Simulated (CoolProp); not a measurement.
Properties of methane along the isotherm -174.45 °C.

Computed with CoolProp (reference Helmholtz-energy equation of state, Setzmann 1991).

```json
[
 {"p (kPa)": "767", "phase": "liquid", "Z": "0.03398", "Prandtl number": "2.74", "fugacity coefficient": "0.03976"},
 {"p (kPa)": "1530", "phase": "liquid", "Z": "0.06770", "Prandtl number": "2.75", "fugacity coefficient": "0.02062"},
 {"p (kPa)": "2300", "phase": "liquid", "Z": "0.1016", "Prandtl number": "2.76", "fugacity coefficient": "0.01419"},
 {"p (kPa)": "3070", "phase": "liquid", "Z": "0.1355", "Prandtl number": "2.77", "fugacity coefficient": "0.01100"},
 {"p (kPa)": "3830", "phase": "liquid", "Z": "0.1688", "Prandtl number": "2.78", "fugacity coefficient": "0.009117"},
 {"p (kPa)": "4600", "phase": "liquid", "Z": "0.2025", "Prandtl number": "2.79", "fugacity coefficient": "0.007853"},
 {"p (kPa)": "5370", "phase": "liquid", "Z": "0.2362", "Prandtl number": "2.80", "fugacity coefficient": "0.006959"},
 {"p (kPa)": "6130", "phase": "liquid", "Z": "0.2693", "Prandtl number": "2.81", "fugacity coefficient": "0.006303"},
 {"p (kPa)": "6900", "phase": "liquid", "Z": "0.3027", "Prandtl number": "2.82", "fugacity coefficient": "0.005792"},
 {"p (kPa)": "7670", "phase": "liquid", "Z": "0.3361", "Prandtl number": "2.83", "fugacity coefficient": "0.005390"},
 {"p (kPa)": "8430", "phase": "liquid", "Z": "0.3690", "Prandtl number": "2.84", "fugacity coefficient": "0.005070"},
 {"p (kPa)": "9200", "phase": "liquid", "Z": "0.4022", "Prandtl number": "2.85", "fugacity coefficient": "0.004804"},
 {"p (kPa)": "9960", "phase": "liquid", "Z": "0.4350", "Prandtl number": "2.86", "fugacity coefficient": "0.004588"},
 {"p (kPa)": "10700", "phase": "liquid", "Z": "0.4668", "Prandtl number": "2.87", "fugacity coefficient": "0.004411"},
 {"p (kPa)": "11500", "phase": "liquid", "Z": "0.5011", "Prandtl number": "2.88", "fugacity coefficient": "0.004249"}
]
```

Viscosity comes from a separate model (Quiñones-Cisneros 2006). Thermal conductivity comes from a separate model (Friend 1989).
